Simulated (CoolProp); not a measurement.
Values from CoolProp's reference Helmholtz-energy equation of state, Lemmon 2006. It is a short technical equation, of lower accuracy than the large ones.

Task: Give the vapour pressure (kPa), liquid cp (kJ/(kg K)), vapour Z of saturated CH3F (R41) at 290.6 K.

Result: 
```
T (K)  p (kPa)  liquid cp (kJ/(kg K))  vapour Z
-----  -------  ---------------------  --------
290.6     3190                   3.19     0.615
```
